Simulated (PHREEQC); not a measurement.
Make-up at 80 °C: 0.052 mol Cu(NO3)2, 0.00063 mol HCl and 0.0014 mol H3BO3 per kg of water. It is in equilibrium with CO2 at log p = -1 (atm). Otherwise closed; pH follows from the charge balance.

The numbers come from PHREEQC with the ion-association model, wateq4f.dat.

Each row changes one thing in this solution. No solid was allowed to form.

| case | pH | ionic strength (mol/kgw) | HCO3- (mol/kgw) | H2BO3- (mol/kgw) |
|---|---|---|---|---|
| as made | 3.27 | 0.156 | 1.47e-6 | 5.42e-9 |
| HCl left out | 3.71 | 0.156 | 3.98e-6 | 1.47e-8 |
| Cu(NO3)2 left out | 3.21 | 0.000631 | 9.77e-7 | ___ |
| diluted 5-fold with water | 3.84 | 0.0313 | 4.78e-6 | 3.21e-9 |
| 0.043 mol/kgw Na2SO4 added | 3.77 | ___ | 4.74e-6 | 1.81e-8 |
| diluted 100-fold with water | 4.51 | 0.00158 | 1.96e-5 | 6.38e-10 |

Question: Some entries are withheld; supply them.

Answer: 
- Cu(NO3)2 left out, H2BO3- (mol/kgw): 3.17e-9
- 0.043 mol/kgw Na2SO4 added, ionic strength (mol/kgw): 0.214

Species that the database lacks are ignored. At this temperature some constants are extrapolated from 25 °C, and those without enthalpy data are left unchanged.
